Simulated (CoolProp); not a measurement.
Vapour-liquid equilibrium of dimethyl ether (1) + R236EA (2) at 21.65 °C; x and y are mole fractions of (1).

The numbers come from the multi-fluid Helmholtz-energy mixture model, Wu 2011 and Rui 2013; pair parameters Bell 2016 in CoolProp.

```csv
x,"bubble pressure, mixture model (MPa)","bubble pressure, Raoult's law (MPa)","y, mixture model","y, Raoult's law"
0.05,0.1847,0.2006,0.059,0.133
0.2,0.1941,0.2534,0.258,0.422
0.35,0.2149,0.3062,0.485,0.612
0.5,0.2554,0.3591,0.702,0.745
0.65,0.3217,0.4119,0.862,0.845
0.8,0.4110,0.4648,0.953,0.921
0.95,0.5065,0.5176,0.993,0.982
```

The largest gap from Raoult's law is -29.8 % in bubble pressure, at x = 0.35. No azeotrope shows between x = 0.05 and 0.95.

The pair parameters rest on a limited set of measurements; away from them the model extrapolates.
